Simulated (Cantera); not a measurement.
An isothermal, constant-pressure homogeneous reactor starts with CH₃OH : O₂ : N₂ = 0.024 : 0.0045 : 1 (molar parts), at 1325 K and 6.40 bar.

Computed with Cantera and GRI-Mech 3.0 (53 species, 325 reactions). GRI-Mech 3.0 was tuned for natural gas; its chemistry of methanol as a main component is partial and can be far from experiment.

x: mole fraction; the columns are a selection and need not sum to one.

```tsv
t (s)	x CH₃OH	x O₂	x H₂O	x CH₂O	x CO₂	x HCN
3.00e-5	0.0233	0.00437	3.11e-6	9.36e-6	4.43e-7	<1e-12
9.90e-5	0.0233	0.00435	1.37e-5	4.44e-5	1.47e-6	<1e-12
0.000327	0.0227	0.00421	0.000199	0.000538	4.88e-6	1.05e-11
0.00108	0.000314	0.000107	0.00804	0.000536	0.000239	3.82e-9
0.00356	2.68e-9	4.78e-5	0.00811	1.17e-8	0.000282	3.84e-9
0.0117	6.92e-10	(withheld)	0.00813	(withheld)	(withheld)	3.85e-9
0.0387	1.77e-10	4.18e-6	0.00810	2.71e-9	0.000381	3.85e-9
0.128	5.37e-11	1.13e-6	0.00806	2.44e-9	0.000425	3.85e-9
0.422	2.62e-11	1.89e-7	0.00801	2.40e-9	0.000480	3.85e-9
1.39	2.20e-11	2.98e-9	0.00789	2.38e-9	0.000599	3.85e-9
4.59	2.10e-11	<1e-12	0.00758	2.37e-9	(withheld)	3.84e-9
15.2	1.92e-11	<1e-12	0.00699	2.34e-9	0.00150	3.83e-9
50.0	1.81e-11	<1e-12	0.00661	2.32e-9	0.00188	3.80e-9
```

Task: Fill in the missing entries.

Result: 
- 0.0117, x O₂: 1.44e-5
- 0.0117, x CH₂O: 4.27e-9
- 0.0117, x CO₂: 0.000335
- 4.59, x CO₂: 0.000914
